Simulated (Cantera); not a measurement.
## B₂H₆ + O₂ (boron, boron nitride and boron oxide)

Feed: 1 mol B₂H₆, 2.6 mol O₂, at 0.133 bar.

Cantera equilibrium calculation (NASA polynomials, part measured and part estimated; ideal gas, pure solids and liquids). Candidate condensed phases: B, B₂O₃, B₃O₃H₃, H₂O; 23 gas species. The feed counts by its element totals alone. Gases not in the tables: H₃BO₃. Equilibrium is a limit: real reactors are often held back by kinetics, nucleation or transport.

```csv
T (K),log p H₂O,log p HBO₂,log p H₂,log p B₂O₃,log p (HBO₂)₃,log p H,log p HBO,log p BO₂,n B₂O₃(l)
898,-1.02,-6.13,-1.45,<-12,-2.84,-10.68,-12.55,<-12,0.951
998,-1.01,-5.11,-1.45,-11.52,-3.07,-9.39,-10.85,<-12,0.971
1098,-1.01,-4.28,-1.45,-9.63,-3.27,-8.33,-9.47,<-12,0.981
1198,-1.01,-3.60,-1.45,-8.06,-3.45,-7.45,-8.32,-11.59,0.985
1298,-1.01,-3.03,-1.45,-6.75,-3.60,-6.70,-7.36,-10.06,0.981
1398,-1.02,-2.55,-1.45,-5.64,-3.75,-6.05,-6.54,-8.76,0.962
1498,-1.04,-2.14,-1.46,-4.68,-3.89,-5.50,-5.83,-7.63,0.912
1598,-1.08,-1.80,-1.48,-3.85,-4.05,-5.01,-5.22,-6.66,0.804
1698,-1.15,-1.52,-1.50,-3.12,-4.25,-4.59,-4.67,-5.81,0.595
1798,-1.28,-1.31,-1.55,-2.48,-4.53,-4.23,-4.18,-5.08,0.206
1898,-1.34,-1.26,-1.58,-2.24,-5.20,-3.90,-3.92,-4.58,0
```
log p: log10 of the partial pressure in bar; n: condensed amount in mol.

From 898 K to 1798 K the condensed part is B₂O₃(l). At 1898 K nothing is condensed. The share of B in condensed phases is highest at 1198 K (98.5 %) and lowest at 1898 K (0.0 %).
